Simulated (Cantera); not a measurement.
Cantera run:

```python
import numpy as np
import cantera as ct

gas_names = """
    CL CLO CL2 Fe FeCL FeCL2 FeCL3 FeO Fe(OH)2 Fe2CL4 Fe2CL6 H HCL HNO HNO2 HNO3 HOCL HO2 H2 H2O H2O2 N
    NH NH2 NH3 NH2OH NO NO2 NO3 N2 N2H2 N2H4 N2O O OH O2 O3
""".split()
cond_names = """
    Fe(a) Fe(c) Fe(d) Fe(L) FeCL2(s) FeCL2(L) FeCL3(s) FeCL3(L) FeO(s) FeO(L) Fe(OH)2(s) Fe(OH)3(s)
    Fe2O3(s) Fe3O4(s) H2O(s) H2O(L) NH4CL(a) NH4CL(b)
""".split()


def load(file, names, dense=False):
    # The tables refer to 1 bar. Condensed volumes are neglected.
    table = {s.name: s for s in ct.Species.list_from_file(file)}
    out = []
    for n in names:
        d = dict(table[n].input_data)
        d["thermo"] = dict(d["thermo"], **{"reference-pressure": 1e5})
        if dense:
            d["equation-of-state"] = {"model": "constant-volume", "density": "1e6 g/cm^3"}
        out.append(ct.Species.from_dict(d))
    return out


gas = ct.Solution(thermo="ideal-gas", species=load("nasa_gas.yaml", gas_names))
cond = {s.name: ct.Solution(thermo="fixed-stoichiometry", species=[s], name=s.name)
        for s in load("nasa_condensed.yaml", cond_names, dense=True)}
atoms = {
    'FeCl3': {'Fe': 1, 'CL': 3},
    'H2O': {'H': 2, 'O': 1},
    'N2': {'N': 2},
}
top_T = {'Fe2O3(s)': 1830, 'Fe3O4(s)': 1870}  # K; cautious upper limits of use, not melting points


def equilibrate(T, P, feed):
    n = {}
    for name, mol in feed.items():
        for a, k in atoms[name].items():
            n[a] = n.get(a, 0.0) + k * mol
    gas.TPX = T, P, n
    mass = sum(n.values()) * gas.mean_molecular_weight
    gas.equilibrate("TP")
    valid = [c for c in cond.values() if c.min_temp <= T <= top_T.get(c.name, c.max_temp)]
    mix = ct.Mixture([(gas, mass / gas.mean_molecular_weight)] + [(c, 0.0) for c in valid])
    mix.T, mix.P = T, P
    mix.equilibrate("TP", solver="vcs", rtol=1e-11, max_steps=5000)
    return mix


results = []
T = 1525  # K
P = 100000  # Pa
for m in [0.31, 0.43, 0.58, 0.79, 1.1, 1.5, 2, 2.8, 3.8, 5.1, 7, 9.6]:
    feed = {'FeCl3': 1, 'H2O': m, 'N2': 2.5}  # mol
    mix = equilibrate(T, P, feed)
    results.append((T, P, feed, dict(zip(mix.species_names, mix.species_moles))))
    x = sorted(zip(gas.X, gas.species_names), reverse=True)
    print(f"T = {T:g} K  P = {P:g} Pa  n(H2O) = {m:g} mol  gas = {mix.phase_moles(0):.4g} mol")
    print("   x: " + "  ".join(f"{s} {v:.3e}" for v, s in x if v > 0.001))
    print("   condensed (mol): " + ("  ".join(f"{mix.phase(i).name} {mix.phase_moles(i):.4g}"
          for i in range(1, mix.n_phases) if mix.phase_moles(i) > 1e-12) or "none"))
```

It prints:

```
T = 1525 K  P = 100000 Pa  n(H2O) = 0.31 mol  gas = 4.291 mol
   x: N2 5.825e-01  FeCL2 1.518e-01  HCL 1.370e-01  FeCL3 6.663e-02  O2 2.421e-02  CL2 2.256e-02  CL 1.035e-02  H2O 3.732e-03
   condensed (mol): Fe2O3(s) 0.02807
T = 1525 K  P = 100000 Pa  n(H2O) = 0.43 mol  gas = 4.424 mol
   x: N2 5.649e-01  HCL 1.800e-01  FeCL2 1.385e-01  FeCL3 5.656e-02  O2 2.255e-02  CL2 1.952e-02  CL 9.632e-03  H2O 7.184e-03
   condensed (mol): Fe2O3(s) 0.06558
T = 1525 K  P = 100000 Pa  n(H2O) = 0.58 mol  gas = 4.588 mol
   x: N2 5.447e-01  HCL 2.266e-01  FeCL2 1.232e-01  FeCL3 4.584e-02  O2 2.055e-02  CL2 1.620e-02  H2O 1.310e-02  CL 8.774e-03
   condensed (mol): Fe2O3(s) 0.1098
T = 1525 K  P = 100000 Pa  n(H2O) = 0.79 mol  gas = 4.812 mol
   x: N2 5.193e-01  HCL 2.795e-01  FeCL2 1.042e-01  FeCL3 3.386e-02  H2O 2.439e-02  O2 1.793e-02  CL2 1.236e-02  CL 7.666e-03
   condensed (mol): Fe2O3(s) 0.1661
T = 1525 K  P = 100000 Pa  n(H2O) = 1.1 mol  gas = 5.135 mol
   x: N2 4.867e-01  HCL 3.340e-01  FeCL2 8.107e-02  H2O 4.717e-02  FeCL3 2.148e-02  O2 1.453e-02  CL2 8.218e-03  CL 6.249e-03
   condensed (mol): Fe2O3(s) 0.2356
T = 1525 K  P = 100000 Pa  n(H2O) = 1.5 mol  gas = 5.541 mol
   x: N2 4.510e-01  HCL 3.711e-01  H2O 8.512e-02  FeCL2 5.934e-02  FeCL3 1.215e-02  O2 1.109e-02  CL2 4.910e-03  CL 4.831e-03
   condensed (mol): Fe2O3(s) 0.3013
T = 1525 K  P = 100000 Pa  n(H2O) = 2 mol  gas = 6.052 mol
   x: N2 4.130e-01  HCL 3.848e-01  H2O 1.381e-01  FeCL2 4.056e-02  O2 9.800e-03  FeCL3 6.557e-03  CL 3.813e-03  CL2 3.059e-03
   condensed (mol): Fe2O3(s) 0.2755  Fe3O4(s) 0.05442
T = 1525 K  P = 100000 Pa  n(H2O) = 2.8 mol  gas = 6.868 mol
   x: HCL 3.735e-01  N2 3.639e-01  H2O 2.209e-01  FeCL2 2.389e-02  O2 9.800e-03  FeCL3 2.964e-03  CL 2.927e-03  CL2 1.802e-03
   condensed (mol): Fe2O3(s) 0.1778  Fe3O4(s) 0.1532
T = 1525 K  P = 100000 Pa  n(H2O) = 3.8 mol  gas = 7.882 mol
   x: HCL 3.433e-01  N2 3.171e-01  H2O 3.104e-01  FeCL2 1.436e-02  O2 9.800e-03  CL 2.269e-03  FeCL3 1.381e-03  CL2 1.083e-03
   condensed (mol): Fe2O3(s) 0.08628  Fe3O4(s) 0.2344
T = 1525 K  P = 100000 Pa  n(H2O) = 5.1 mol  gas = 9.194 mol
   x: H2O 4.027e-01  HCL 3.039e-01  N2 2.718e-01  O2 9.587e-03  FeCL2 8.705e-03  CL 1.754e-03
   condensed (mol): Fe3O4(s) 0.3047
T = 1525 K  P = 100000 Pa  n(H2O) = 7 mol  gas = 11.09 mol
   x: H2O 5.023e-01  HCL 2.573e-01  N2 2.253e-01  O2 7.777e-03  FeCL2 5.182e-03  CL 1.262e-03
   condensed (mol): Fe3O4(s) 0.3131
T = 1525 K  P = 100000 Pa  n(H2O) = 9.6 mol  gas = 13.69 mol
   x: H2O 5.954e-01  HCL 2.114e-01  N2 1.825e-01  O2 6.202e-03  FeCL2 3.064e-03
   condensed (mol): Fe3O4(s) 0.3188
```

Cantera equilibrium calculation (NASA polynomials, part measured and part estimated; ideal gas, pure solids and liquids). Mutual solubility and eutectic melting of coexisting phases are not modelled.
